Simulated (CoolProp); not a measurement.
Vapour-liquid equilibrium of hydrogen chloride (1) + n-butane (2) at 481 kPa; x and y are mole fractions of (1).

Model: multi-fluid Helmholtz-energy mixture model, Thol 2018 and Bücker 2006; pair parameters Bell 2016, in CoolProp.

| x | bubble temperature (K) | y at the bubble point | dew temperature at overall composition x (K) | liquid density (mol/L) |
|---|---|---|---|---|
| 0.05 | 294.0 | 0.548 | 319.9 | 10.26 |
| 0.15 | 257.6 | 0.888 | 315.6 | 11.76 |
| 0.25 | 241.5 | 0.950 | 310.9 | 13.02 |
| 0.35 | 234.1 | 0.968 | 305.8 | 14.27 |
| 0.45 | 230.4 | 0.975 | 300.2 | 15.63 |
| 0.55 | 228.4 | 0.979 | 293.9 | 17.17 |
| 0.65 | 227.0 | 0.982 | 286.3 | 19.01 |
| 0.75 | 225.7 | 0.985 | 277.0 | 21.26 |
| 0.85 | 224.1 | 0.989 | 264.2 | 24.11 |
| 0.95 | 222.0 | 0.996 | 241.5 | 27.84 |

No azeotrope shows between x = 0.05 and 0.95.

Pair parameters are fitted to limited data, so mixtures are less certain than the pure fluids. With so large a gap from Raoult's law the liquid may split in two, which this calculation doesn't test in full.
